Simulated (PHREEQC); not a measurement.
Dissolve 13 mmol/kgw HF, 0.3 mmol/kgw NH4HF2, 1.2 mmol/kgw H4SiO4 and 2.1 mmol/kgw HCl at 68 °C. Closed to the air; pH follows from the charge balance.

Equilibrium calculation in PHREEQC: ion-association model, wateq4f.dat.

No solid was allowed to form.

Question: What pH, ionic strength does the model give?

Answer: pH 2.44; ionic strength 0.00489 mol/kgw.

Question: In which forms is Si present?

Answer: SiF6-2 56 %, H4SiO4 44 % of the Si.

Examples of supersaturated solids here: Quartz (slow to form). Others may be too. Away from 25 °C the constants follow the database's enthalpies or fits; those with neither stay at their 25 °C values. SiF6-2 is the database's only silicon fluoride.
